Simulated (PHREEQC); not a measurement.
Solution (84 °C): 5.8 mmol/kgw CdSO4 and 27 mmol/kgw H2SO4. Closed to the air; pH follows from the charge balance.

All values are PHREEQC results (ion-association model, phreeqc.dat), not measurements.

This is a speciation only: nothing precipitates in the calculation.

Problem. Predict the pH, ionic strength, specific conductance.

Solution. pH 1.64; ionic strength 0.0452 mol/kgw; specific conductance 27300 µS/cm.

Problem. In which forms is Cd present?

Solution. Cd+2 74 %, CdSO4 25 %, Cd(SO4)2-2 1.0 % of the Cd.

Away from 25 °C the constants follow the database's enthalpies or fits; those with neither stay at their 25 °C values.
